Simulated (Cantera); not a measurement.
A freely propagating, adiabatic, planar premixed flame of H2 : O2 : N2 : H2O = 1 : 0.806 : 3.03 : 0.25 (molar parts), unburnt at 525 K and 1.00 atm; mixture-averaged transport, grid criteria slope 0.08 and curve 0.16, no radiation.

Cantera simulation using the H2/O2 subset of GRI-Mech 3.0, which has no nitrogen chemistry; the numbers are that mechanism's predictions, not measurements. Burning velocities carry a grid error of a few per cent, more on coarse grids. Lean hydrogen flames are cellular in practice and burn faster than this planar one.

Problem. What does this change do: H2 1 to 1.3 parts?

Solution. 
| quantity | before | after |
|---|---|---|
| laminar burning velocity | 266 cm/s | 423 cm/s |
| thermal thickness | 0.383 mm | 0.399 mm |
| peak x(H2O2) | 4.16e-5 | 3.71e-5 |
| peak x(H) | 0.0138 | 0.0299 |
| peak x(OH) | 0.00985 | 0.0147 |

Problem. What does this change do: O2 0.806 to 1 parts?

Solution. 
| quantity | before | after |
|---|---|---|
| laminar burning velocity | 266 cm/s | 241 cm/s |
| thermal thickness | 0.383 mm | 0.358 mm |
| peak x(H2O2) | 4.16e-5 | 4.75e-5 |
| peak x(H) | 0.0138 | 0.0102 |
| peak x(OH) | 0.00985 | 0.00958 |
